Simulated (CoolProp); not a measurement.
CHF3 (R23) at several states: Z from the reference equation and from simpler models built on Tc = 299.3 K, pc = 4832 kPa, ω = 0.263; each cubic takes its own stable root.

Model: reference Helmholtz-energy equation of state, Penoncello 2003, in CoolProp.

| T (K) | p (kPa) | phase | reference |
|---|---|---|---|
| 269.3 | 25000 | liquid | 0.6332 |
| 195.6 | 1070 | liquid | 0.03219 |
| 458 | 7590 | supercritical | 0.8974 |
| 352.9 | 530 | gas | 0.9775 |
| 391.4 | 19100 | supercritical | 0.6737 |
| 343.3 | 29.6 | gas | 0.9986 |

Q: How far does each simpler model (van der Waals, Redlich-Kwong, Soave-Redlich-Kwong) lie from the reference over these 6 states: mean and median of the absolute difference, and the worst?

A: 
- van der Waals: mean 24.5 %, median 7.4 %, worst +77.0 % at 195.6 K and 1070 kPa
- Redlich-Kwong: mean 7.4 %, median 3.3 %, worst +21.1 % at 195.6 K and 1070 kPa
- Soave-Redlich-Kwong: mean 8.6 %, median 9.3 %, worst +16.8 % at 195.6 K and 1070 kPa
